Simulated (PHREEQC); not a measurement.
## Polishing slurry liquid: speciation

Consider water at 25 °C with 0.19 mol H2SO4 and 3.5e-06 mol H4SiO4 per kg of water. Closed to the air; pH follows from the charge balance.

Model: ion-association model, wateq4f.dat, run in PHREEQC.

This is a speciation only: nothing precipitates in the calculation.

Estimate the pH.

pH 0.77.

In which forms is S present?

HSO4- 86 %, SO4-2 14 % of the S.

Species that the database lacks are ignored.
